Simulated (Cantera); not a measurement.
# Low-pressure radical oxidation in H2/O2

An isothermal, constant-pressure homogeneous reactor starts with H2 : O2 : N2 = 0.049 : 1 : 2.8 (molar parts), equivalence ratio 0.025, at 1300 K and 30.0 Torr.

Cantera simulation using GRI-Mech 3.0 (53 species, 325 reactions); the numbers are that mechanism's predictions, not measurements. Radical loss at walls, strong at low pressure, is not modelled.

```tsv
t (s)	x H2	x O2	x HO2	x NO2	x O
4.00e-5	0.0127	0.260	2.09e-9	<1e-12	8.38e-10
0.000184	0.0127	0.260	9.65e-9	<1e-12	1.21e-8
0.000846	0.0127	0.260	5.77e-8	<1e-12	2.13e-6
0.00389	0.000221	0.249	1.60e-6	3.88e-12	0.00858
0.0179	0.000135	0.251	1.38e-6	2.77e-11	0.00563
0.0823	3.57e-5	0.254	7.73e-7	9.55e-11	0.00143
0.378	3.20e-6	0.255	1.68e-7	2.83e-10	0.000127
1.74	2.63e-7	0.255	2.19e-8	3.91e-10	1.05e-5
8.00	3.40e-8	0.255	6.54e-9	5.37e-10	1.38e-6
```
x: mole fraction; the columns are a selection and need not sum to one.

Equilibrium at this temperature and pressure: H2 1.11e-8, O2 0.255, HO2 6.93e-9, NO2 1.01e-6, O 4.49e-7 (gas phase only).
